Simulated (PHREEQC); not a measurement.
Make-up at 25 °C: 0.044 mol/kgw TMAH, 0.00081 mol/kgw H4SiO4 and 0.028 mol/kgw (CH3)4NCl. Closed to the air; pH follows from the charge balance.

All values are PHREEQC results (ion-association model, wateq4f.dat), not measurements.

The pH is 12.53 and the ionic strength comes out as 0.0722 mol/kgw. The total alkalinity is 44.0 meq/kg.

```json
[
 {"species": "(CH3)4N+", "molality": "0.0720", "activity": "0.0570", "log γ": "-0.101"},
 {"species": "OH-", "molality": "0.0430", "activity": "0.0338", "log γ": "-0.105"},
 {"species": "Cl-", "molality": "0.0280", "activity": "0.0221", "log γ": "-0.104"},
 {"species": "H3SiO4-", "molality": "0.000567", "activity": "0.000449", "log γ": "-0.101"},
 {"species": "H2SiO4-2", "molality": "0.000243", "activity": "0.000103", "log γ": "-0.371"},
 {"species": "H4SiO4", "molality": "8.86e-7", "activity": "9.00e-7", "log γ": "0.007"}
]
```

No solid was allowed to form. (CH3)4N+ isn't in the database: it is added as a free cation with an ion size of 4 Å.
